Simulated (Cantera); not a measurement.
Charge: 1 mol Fe₃O₄, 990 mol H₂, 54 mol N₂, equilibrated at 527 °C and 0.133 bar.

These are equilibrium values from Cantera (NASA tables, ideal gas, pure condensed phases), not measurements of a reactor. Candidate condensed phases: Fe, FeO, Fe(OH)₂, Fe(OH)₃, Fe₂O₃, Fe₃O₄, H₂O; 27 gas species. Equilibrium is a limit: real reactors are often held back by kinetics, nucleation or transport.

Base state: H₂ 0.944, N₂ 0.0517, H₂O 0.00383, NH₃ 8.32e-5 (mole fractions); condensed: Fe(α).

**Question.** What changes in the equilibrium state with this change: Fe₃O₄ replaced by PbS?

**Answer.** 
| species | before | after |
|---|---|---|
| H₂ | 0.944 | 0.947 |
| N₂ | 0.0517 | 0.0517 |
| H₂S | 0 | 0.000957 |
| H₂O | 0.00383 | 0 |
| NH₃ | 8.32e-5 | 8.36e-5 |
| Fe(α), mol | 3.00 | 0 |
| Pb(l), mol | 0 | 0.999 |
Further candidate phases: Pb, PbS, S.

**Question.** What changes in the equilibrium state with this change: Fe₃O₄ replaced by CuO?

**Answer.** 
```json
[
 {"species": "H₂", "before": "0.944", "after": "0.947"},
 {"species": "N₂", "before": "0.0517", "after": "0.0517"},
 {"species": "H₂O", "before": "0.00383", "after": "0.000958"},
 {"species": "NH₃", "before": "8.32e-5", "after": "8.36e-5"},
 {"species": "Fe(α), mol", "before": "3.00", "after": "0"},
 {"species": "Cu(s), mol", "before": "0", "after": "1.00"}
]
```
Further candidate phases: Cu, CuO, Cu(OH)₂, Cu₂O.
